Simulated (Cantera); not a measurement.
A closed system holds: 1 mol SiF₄, 18 mol O₂, 0.5 mol H₂, at 777 °C and 3000 Pa.

Cantera equilibrium calculation (NASA polynomials, part measured and part estimated; ideal gas, pure solids and liquids). Candidate condensed phases: H₂O, Si, SiO₂; 38 gas species. Kinetics and transport are ignored.

Base state: O₂ 0.912, HF 0.0457, SiF₄ 0.0399, H₂O 0.00284 (mole fractions); condensed: SiO₂(β-quartz).

What changes in the equilibrium state with this change: H₂ from 0.5 to 1.7 mol?


```tsv
species	before	after
O₂	0.912	0.839
HF	0.0457	0.115
H₂O	0.00284	0.0255
SiF₄	0.0399	0.0201
SiO₂(β-quartz), mol	0.222	0.589
```

What changes in the equilibrium state with this change: temperature from 777 °C to 625 °C?


| species | before | after |
|---|---|---|
| O₂ | 0.912 | 0.913 |
| SiF₄ | 0.0399 | 0.0415 |
| HF | 0.0457 | 0.0396 |
| H₂O | 0.00284 | 0.00594 |
| SiO₂(β-quartz), mol | 0.222 | 0.192 |

What changes in the equilibrium state with this change: pressure from 3000 Pa to 12.0 Pa?


| species | before | after |
|---|---|---|
| O₂ | 0.912 | 0.910 |
| HF | 0.0457 | 0.0508 |
| SiF₄ | 0.0399 | 0.0386 |
| H₂O | 0.00284 | 0.000226 |
| SiO₂(β-quartz), mol | 0.222 | 0.248 |
